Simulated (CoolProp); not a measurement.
CF4 (R14) along the isobar 2260 kPa: density (kg/m³) from the reference equation and from simpler models built on Tc = -45.8 °C, pc = 3762 kPa, ω = 0.178; each cubic takes its own stable root.

Values from CoolProp's reference Helmholtz-energy equation of state, Platzer 1990. This equation is an older, rougher fit; its heat capacities, sound speeds and derivatives of the liquid may be far off and weren't checked against measurements.

```json
[
 {"T (°C)": "-105.05", "phase": "liquid", "reference": "1484", "Redlich-Kwong": "1406", "Soave-Redlich-Kwong": "1444", "Peng-Robinson": "1634"},
 {"T (°C)": "-100.65", "phase": "liquid", "reference": "1458", "Redlich-Kwong": "1374", "Soave-Redlich-Kwong": "1413", "Peng-Robinson": "1599"},
 {"T (°C)": "-96.25", "phase": "liquid", "reference": "1430", "Redlich-Kwong": "1340", "Soave-Redlich-Kwong": "1380", "Peng-Robinson": "1562"},
 {"T (°C)": "-91.85", "phase": "liquid", "reference": "1401", "Redlich-Kwong": "1304", "Soave-Redlich-Kwong": "1344", "Peng-Robinson": "1523"},
 {"T (°C)": "-87.35", "phase": "liquid", "reference": "1370", "Redlich-Kwong": "1265", "Soave-Redlich-Kwong": "1306", "Peng-Robinson": "1479"},
 {"T (°C)": "-82.95", "phase": "liquid", "reference": "1338", "Redlich-Kwong": "1224", "Soave-Redlich-Kwong": "1265", "Peng-Robinson": "1433"},
 {"T (°C)": "-78.55", "phase": "liquid", "reference": "1303", "Redlich-Kwong": "1179", "Soave-Redlich-Kwong": "1220", "Peng-Robinson": "1382"},
 {"T (°C)": "-74.15", "phase": "liquid", "reference": "1265", "Redlich-Kwong": "1130", "Soave-Redlich-Kwong": "1171", "Peng-Robinson": "1326"},
 {"T (°C)": "-69.75", "phase": "liquid", "reference": "1222", "Redlich-Kwong": "1074", "Soave-Redlich-Kwong": "1115", "Peng-Robinson": "1262"},
 {"T (°C)": "-65.35", "phase": "liquid", "reference": "1173", "Redlich-Kwong": "1007", "Soave-Redlich-Kwong": "1049", "Peng-Robinson": "1187"},
 {"T (°C)": "-60.85", "phase": "gas", "reference": "172.6", "Redlich-Kwong": "167.9", "Soave-Redlich-Kwong": "171.0", "Peng-Robinson": "177.0"},
 {"T (°C)": "-56.45", "phase": "gas", "reference": "159.6", "Redlich-Kwong": "157.4", "Soave-Redlich-Kwong": "159.1", "Peng-Robinson": "164.3"},
 {"T (°C)": "-52.05", "phase": "gas", "reference": "149.9", "Redlich-Kwong": "148.9", "Soave-Redlich-Kwong": "149.7", "Peng-Robinson": "154.3"},
 {"T (°C)": "-47.65", "phase": "gas", "reference": "142.1", "Redlich-Kwong": "141.8", "Soave-Redlich-Kwong": "142.0", "Peng-Robinson": "146.2"},
 {"T (°C)": "-43.25", "phase": "gas", "reference": "135.6", "Redlich-Kwong": "135.7", "Soave-Redlich-Kwong": "135.5", "Peng-Robinson": "139.3"}
]
```
